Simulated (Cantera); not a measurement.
A Cantera script and what it prints.

```python
import numpy as np
import cantera as ct

gas_names = """
    CL CLO CL2 H HCL HOCL HO2 H2 H2O H2O2 O OH O2 O3 Ti TiCL TiCL2 TiCL3 TiCL4 TiO TiOCL TiOCL2 TiO2
""".split()
cond_names = """
    H2O(s) H2O(L) Ti(a) Ti(b) Ti(L) TiCL2(s) TiCL3(s) TiCL4(L) TiO(a) TiO(b) TiO(L) TiO2(ru) TiO2(L)
    Ti2O3(a) Ti2O3(b) Ti2O3(L) Ti3O5(a) Ti3O5(b) Ti3O5(L) Ti4O7(s) Ti4O7(L)
""".split()


# ... load() reads the species with a 1 bar reference pressure and builds the phases ...
atoms = {
    'TiO2': {'Ti': 1, 'O': 2},
    'HCl': {'H': 1, 'CL': 1},
    'O2': {'O': 2},
}
top_T = {'TiCL2(s)': 1300, 'TiCL3(s)': 1000}  # K; cautious upper limits of use, not melting points


# ... equilibrate(T, P, feed) seeds the gas with the atoms and calls Mixture.equilibrate('TP', solver="vcs", rtol=1e-11, max_steps=5000) ...
results = []
feed = {'TiO2': 1, 'HCl': 64, 'O2': 2.1}  # mol
P = 640  # Pa
for T in [600, 750, 900, 1050, 1200, 1350, 1500, 1650, 1800]:
    mix = equilibrate(T, P, feed)
    results.append((T, P, feed, dict(zip(mix.species_names, mix.species_moles))))

top = {s: max(r[3][s] / sum(r[3][g] for g in gas_names) for r in results) for s in gas_names}
cols = sorted((s for s in top if top[s] > 1e-05), key=lambda s: -top[s])[:8]
seen = [c for c in cond_names if any(r[3].get(c, 0) > 1e-12 for r in results)]
print("log10 of partial pressures in bar; condensed amounts in mol")
print(f"{'T/K':>10s}" + "".join(f"{s[:9]:>10s}" for s in cols + seen))
for T, P, feed, n in results:
    ng = sum(n[g] for g in gas_names)
    print(f"{T:10.4g}" + "".join(f"{np.log10(max(n[s] / ng * P / 1e5, 1e-99)):10.3f}" for s in cols)
          + "".join(f"{n.get(c, 0):10.4g}" for c in seen))
```

It prints:

```
log10 of partial pressures in bar; condensed amounts in mol
       T/K       HCL        CL       H2O       CL2        O2        H2        OH         H  TiO2(ru)
       600    -2.255    -9.397    -3.377    -3.377    -7.629   -18.192   -15.509   -25.431         1
       750    -2.254    -7.258    -3.382    -3.382    -5.617   -14.931   -12.191   -19.965         1
       900    -2.248    -5.854    -3.445    -3.445    -4.532   -12.674   -10.068   -16.269         1
      1050    -2.238    -4.893    -3.574    -3.584    -4.131   -10.950    -8.685   -13.566         1
      1200    -2.232    -4.205    -3.687    -3.758    -3.988    -9.589    -7.695   -11.499    0.9999
      1350    -2.235    -3.726    -3.718    -4.012    -3.968    -8.424    -6.918    -9.835    0.9999
      1500    -2.246    -3.427    -3.642    -4.387    -4.062    -7.335    -6.274    -8.422    0.9999
      1650    -2.262    -3.251    -3.532    -4.833    -4.292    -6.316    -5.760    -7.200    0.9998
      1800    -2.275    -3.151    -3.454    -5.302    -4.704    -5.371    -5.395    -6.132    0.9991
```

Equilibrium computed with Cantera from the NASA thermochemical tables; the gas is ideal and each condensed phase is pure. Condensed phases not in the tables: TiOCl.
